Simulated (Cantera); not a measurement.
**Equilibrium for aluminium nitride and oxide growth: AlBr3 + N2 + H2 + N2O**

Feed: 1 mol AlBr3, 10 mol N2, 17 mol H2, 25 mol N2O, at 13300 Pa.

Method: chemical equilibrium by Gibbs-energy minimisation in Cantera with the NASA 1993 tables (ideal gas, pure condensed phases). Candidate condensed phases: Al, AlBr3, AlN, Al2O3, Br2, H2O; 41 gas species. Gases not in the tables: Al(OH)3. Kinetics and transport are ignored.

| T (K) | log p N2 | log p H2O | log p O2 | log p Br | log p HBr | log p NO | log p OH | n Al2O3(s) |
|---|---|---|---|---|---|---|---|---|
| 1523 | -1.09 | -1.42 | -2.10 | -2.36 | -2.67 | -4.07 | -4.59 | 0.500 |
| 1548 | -1.09 | -1.42 | -2.10 | -2.35 | -2.67 | -4.02 | -4.50 | 0.500 |
| 1573 | -1.09 | -1.42 | -2.10 | -2.34 | -2.68 | -3.97 | -4.41 | 0.500 |
| 1598 | -1.09 | -1.42 | -2.10 | -2.33 | -2.69 | -3.92 | -4.32 | 0.500 |
| 1623 | -1.09 | -1.42 | -2.10 | -2.33 | -2.70 | -3.88 | -4.24 | 0.500 |
| 1648 | -1.09 | -1.42 | -2.10 | -2.32 | -2.70 | -3.83 | -4.16 | 0.500 |
| 1673 | -1.10 | -1.42 | -2.10 | -2.31 | -2.71 | -3.79 | -4.09 | 0.500 |
| 1698 | -1.10 | -1.42 | -2.11 | -2.31 | -2.72 | -3.75 | -4.01 | 0.500 |
| 1723 | -1.10 | -1.42 | -2.11 | -2.31 | -2.73 | -3.71 | -3.94 | 0.500 |
| 1748 | -1.10 | -1.42 | -2.11 | -2.30 | -2.74 | -3.67 | -3.87 | 0.500 |
| 1773 | -1.10 | -1.42 | -2.11 | -2.30 | -2.75 | -3.63 | -3.80 | 0.500 |
| 1798 | -1.10 | -1.42 | -2.11 | -2.29 | -2.75 | -3.60 | -3.74 | 0.500 |
| 1823 | -1.10 | -1.42 | -2.11 | -2.29 | -2.76 | -3.56 | -3.67 | 0.500 |
| 1848 | -1.10 | -1.42 | -2.11 | -2.29 | -2.77 | -3.53 | -3.61 | 0.500 |
log p: log10 of the partial pressure in bar; n: condensed amount in mol.

From 1523 K to 1848 K the condensed part is Al2O3(s).
